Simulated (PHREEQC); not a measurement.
Consider water at 25 °C with 110 mmol/kgw NaOH. Closed to the air; pH follows from the charge balance.

The numbers come from PHREEQC with the Pitzer model, pitzer.dat.

This is a speciation only: nothing precipitates in the calculation.

### Question
Estimate the pH, specific conductance, density.

### Answer
pH 12.92; specific conductance 22600 µS/cm; density 1.002 g/cm³.
